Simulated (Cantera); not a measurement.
**Adiabatic ignition**

An adiabatic, constant-pressure homogeneous reactor starts with CO : H2 : CH4 : O2 : N2 = 1 : 0.069 : 0.16 : 0.96 : 3.61 (molar parts), at 975 K and 0.336 atm.

Detailed kinetics in Cantera: GRI-Mech 3.0 (53 species, 325 reactions). Below about 1000 K GRI-Mech 3.0 lacks low-temperature oxidation paths.

```csv
t (s),T (K),x CO,x H2,x CH4,x NO,x C2H4
9.00e-6,975,0.172,0.0119,0.0276,<1e-12,<1e-12
2.06e-5,975,0.172,0.0119,0.0276,<1e-12,<1e-12
4.73e-5,975,0.172,0.0119,0.0276,<1e-12,<1e-12
0.000109,975,0.172,0.0119,0.0276,<1e-12,<1e-12
0.000249,975,0.172,0.0119,0.0276,<1e-12,<1e-12
0.000571,975,0.172,0.0119,0.0276,<1e-12,<1e-12
0.00131,975,0.172,0.0119,0.0276,<1e-12,<1e-12
0.00300,975,0.172,0.0119,0.0276,<1e-12,1.02e-11
0.00688,975,0.172,0.0119,0.0276,<1e-12,3.92e-8
0.0158,1063,0.171,0.0137,0.0214,3.12e-11,0.000318
0.0362,2485,0.0489,0.00303,<1e-12,0.00398,<1e-12
0.0829,2480,0.0487,0.00303,<1e-12,0.00796,<1e-12
0.190,2480,0.0487,0.00303,<1e-12,0.00855,<1e-12
0.436,2480,0.0487,0.00303,<1e-12,0.00855,<1e-12
1.00,2480,0.0487,0.00303,<1e-12,0.00855,<1e-12
```
x: mole fraction; the columns are a selection and need not sum to one.

- time of steepest temperature rise: 17.4 ms
- temperature at 1.00 s: 2480 K
- equilibrium temperature: 2480 K
- x(CO) at 1.00 s: 0.0487 (gas-phase equilibrium 0.0487)
- x(H2) at 1.00 s: 0.00303 (gas-phase equilibrium 0.00303)
- x(CH4) at 1.00 s: <1e-12 (gas-phase equilibrium <1e-12)
